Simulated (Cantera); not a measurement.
**Thermodynamics of tantalum, niobium, vanadium and zirconium in process gases, feed Ta(OEt)5 + O2**

A closed system holds: 1 mol Ta(OEt)5, 4.9 mol O2.

Equilibrium computed with Cantera from the NASA thermochemical tables; the gas is ideal and each condensed phase is pure. Candidate condensed phases: C, C6H6, C7H8, C8H18, H2O, Ta, TaC, Ta2O5; 113 gas species. The feed counts by its element totals alone. Kinetics and transport are ignored.

Stable condensed phases:

```
T in °C \ P in Pa
            0.10       1      10     100    1000   10000  100000 1000000
   1050        A       A       A       A       A       A       A       A
   1000        A       A       A       A       A       A       A       A
    950        A       A       A       A       A       A       A       A
    900        A       A       A       A       A       A       A       A
    850        A       A       A       A       A       A       A       B
    800        A       A       A       A       A       A       A       B
    750        A       A       A       A       A       A       A       B
    700        A       A       A       A       A       A       B       B
    650        A       A       A       A       A       A       B       B
    600        A       A       A       A       A       B       B       B
```

A: Ta2O5; B: C + Ta2O5.
